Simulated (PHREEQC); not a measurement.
**Geothermal or formation water: an equilibrium model**

Model water analysis in mmol/kgw, 55 °C, pH 6.59, pe 8: Na 83.9; K 1.51; Ca 2.67; Mg 5.36; Cl 92.3; S(6) 5.95; Alkalinity (meq/kgw) 0.156; Br 0.0432; Cd 3.19; Li 0.0143.

Valence states are taken as typed.

Model: ion-association model, wateq4f.dat, run in PHREEQC.

Precipitation was switched off in this run.

What ionic strength, charge-balance error does the model give?

ionic strength 0.111 mol/kgw; charge-balance error 1.7 %.

In which forms is Mg present?

Mg+2 81 %, MgSO4 19 % of the Mg.

Examples of supersaturated solids here: Otavite. Others may be too. Complexes and solids missing from the database can't appear. At this temperature some constants are extrapolated from 25 °C, and those without enthalpy data are left unchanged.
